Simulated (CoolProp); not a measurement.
Hexamethyldisiloxane (MM) along the isotherm 346.85 °C: density (kg/m³) from the reference equation and from simpler models built on Tc = 245.6 °C, pc = 1931 kPa, ω = 0.418; each cubic takes its own stable root.

The numbers come from the reference Helmholtz-energy equation of state, Thol 2016 in CoolProp.

```tsv
p (kPa)	phase	reference	ideal gas	van der Waals	Redlich-Kwong	Soave-Redlich-Kwong	Peng-Robinson
61.1	gas	1.936	1.925	1.936	1.937	1.935	1.937
92.1	gas	2.927	2.901	2.928	2.929	2.925	2.929
139	gas	4.438	4.378	4.440	4.443	4.432	4.442
210	gas	6.752	6.615	6.757	6.764	6.738	6.762
316	gas	10.27	9.954	10.28	[?]	10.24	10.29
477	gas	15.76	15.03	15.80	15.83	15.68	15.80
720	gas	24.40	[?]	24.52	24.58	24.21	[?]
1090	gas	38.46	34.33	38.89	38.96	37.99	[?]
1640	gas	61.57	51.66	[?]	63.24	60.45	62.11
2470	supercritical	102.0	77.80	112.0	108.7	99.38	103.4
3730	supercritical	177.5	117.5	216.9	200.6	168.8	178.2
5620	supercritical	296.9	177.0	295.7	311.5	[?]	284.9
8490	supercritical	391.2	267.4	344.0	394.0	356.8	387.1
12800	supercritical	454.1	403.2	381.7	460.0	432.1	472.8
19300	supercritical	504.7	607.9	414.5	[?]	497.7	547.3
```

Complete the blanks.


- 316, Redlich-Kwong: 10.30
- 720, ideal gas: 22.68
- 720, Peng-Robinson: 24.50
- 1090, Peng-Robinson: 38.69
- 1640, van der Waals: 63.42
- 5620, Soave-Redlich-Kwong: 266.1
- 19300, Redlich-Kwong: 518.2
